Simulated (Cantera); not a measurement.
Cantera run, input and output.

```python
import numpy as np
import cantera as ct

gas = ct.Solution("gri30.yaml")
gas.TPX = 1175, 1700, {'H2': 0.034, 'O2': 1, 'H2O': 0.02}
inlet = ct.Reservoir(gas, clone=True)

reactor = ct.IdealGasConstPressureReactor(gas, energy="off", clone=False)
exhaust = ct.Reservoir(gas, clone=True)
tau = [0.6, 0.21, 0.073, 0.026, 0.009, 0.0031, 0.0011, 0.00038][0]
for a, b in ((inlet, reactor), (reactor, exhaust)):
    ct.MassFlowController(a, b, mdot=lambda t: reactor.mass / tau)
net = ct.ReactorNet([reactor])
show = ['H2', 'O2', 'H2O', 'HO2', 'H', 'OH', 'H2O2']

rows = []
print(f"{'tau/s':>10s}{'T/K':>9s}" + "".join(f"{s:>11s}" for s in show))
for tau in [0.6, 0.21, 0.073, 0.026, 0.009, 0.0031, 0.0011, 0.00038]:
    net.initial_time = 0.0
    net.advance(30 * tau)
    before = gas.X
    net.advance(40 * tau)
    drift = np.max(np.abs(gas.X - before) / (gas.X + 1e-9))
    rows.append([gas.T, *gas[show].X, drift])
    print(f"{tau:10.3e}{gas.T:9.1f}" + "".join(f"{x:11.3e}" for x in gas[show].X))
```

It prints:

```
     tau/s      T/K         H2         O2        H2O        HO2          H         OH       H2O2
 6.000e-01   1175.0  1.679e-04  9.453e-01  5.131e-02  1.874e-06  1.483e-04  8.791e-04  9.154e-08
 2.100e-01   1175.0  3.108e-04  9.432e-01  5.081e-02  2.572e-06  3.887e-04  1.226e-03  1.089e-07
 7.300e-02   1175.0  5.728e-04  9.398e-01  4.993e-02  3.315e-06  9.419e-04  1.680e-03  1.254e-07
 2.600e-02   1175.0  1.045e-03  9.353e-01  4.853e-02  3.983e-06  1.940e-03  2.212e-03  1.426e-07
 9.000e-03   1175.0  2.009e-03  9.310e-01  4.640e-02  4.530e-06  3.313e-03  2.826e-03  1.690e-07
 3.100e-03   1175.0  4.165e-03  9.293e-01  4.319e-02  4.908e-06  4.492e-03  3.492e-03  2.152e-07
 1.100e-03   1175.0  8.926e-03  9.316e-01  3.804e-02  4.999e-06  4.651e-03  3.963e-03  2.673e-07
 3.800e-04   1175.0  1.933e-02  9.389e-01  2.893e-02  4.462e-06  2.757e-03  3.201e-03  2.145e-07
```

Model: GRI-Mech 3.0 (53 species, 325 reactions), integrated in Cantera. Radical loss at walls, strong at low pressure, is not modelled.
